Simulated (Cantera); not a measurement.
Charge: 1 mol H2O, 4 mol H2, 3.1 mol N2, held at 3048 K and 0.825 Torr.

Equilibrium computed with Cantera from the NASA thermochemical tables; the gas is ideal and each condensed phase is pure. Candidate condensed phases: H2O; 24 gas species. The numbers say what is thermodynamically allowed, not how fast it happens.

Base state: H 0.689, N2 0.223, O 0.0680, H2 0.0157, OH 0.00254, NO 0.000995, O2 0.000287, N 0.000269 (mole fractions); condensed: gas only.

Problem. What changes in the equilibrium state with this change: H2O replaced by SF6?

Solution. 
```
species    before    after
-------  --------  -------
H           0.689    0.300
HF              0    0.246
N2          0.223    0.214
F               0    0.168
S               0   0.0687
O          0.0680        0
H2         0.0157  0.00297
OH        0.00254        0
NO       0.000995        0
```
Further candidate phases: S.

Problem. What changes in the equilibrium state with this change: pressure from 0.825 Torr to 7.50 Torr?

Solution. 
| species | before | after |
|---|---|---|
| H | 0.689 | 0.575 |
| N2 | 0.223 | 0.248 |
| H2 | 0.0157 | 0.0991 |
| OH | 0.00254 | 0.0148 |
| O | 0.0680 | 0.0524 |
| H2O | 0.000167 | 0.00743 |
| O2 | 0.000287 | 0.00155 |
| N | 0.000269 | 9.40e-5 |

Problem. What changes in the equilibrium state with this change: temperature from 3048 K to 3498 K?

Solution. 
```csv
species,before,after
H,0.689,0.706
N2,0.223,0.218
O,0.0680,0.0702
H2,0.0157,0.00159
H2O,0.000167,1.32e-6
O2,0.000287,2.25e-5
N,0.000269,0.00309
```
